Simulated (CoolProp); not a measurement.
Vapour-liquid equilibrium of R1234yf (1) + R1234ze(E) (2) at 0.787 MPa; x and y are mole fractions of (1).

Computed with CoolProp (multi-fluid Helmholtz-energy mixture model, Lemmon 2022 and Thol 2016; pair parameters Bell 2022).

```tsv
x	bubble temperature, mixture model (°C)	bubble temperature, Raoult's law (°C)	y, mixture model	y, Raoult's law
0.05	40.3	40.4	0.064	0.065
0.15	39.0	39.2	0.185	0.190
0.25	37.7	38.0	0.298	0.308
0.35	36.6	36.9	0.405	0.418
0.45	35.5	35.8	0.507	0.523
0.55	34.5	34.7	0.604	0.621
0.65	33.5	33.7	0.698	0.714
0.75	32.5	32.6	0.788	0.802
0.85	31.6	31.6	0.876	0.884
0.95	30.6	30.6	0.959	0.963
```

The largest gap from Raoult's law is -0.3 K in bubble temperature, at x = 0.35. No azeotrope shows between x = 0.05 and 0.95.

The pair parameters rest on a limited set of measurements; away from them the model extrapolates.
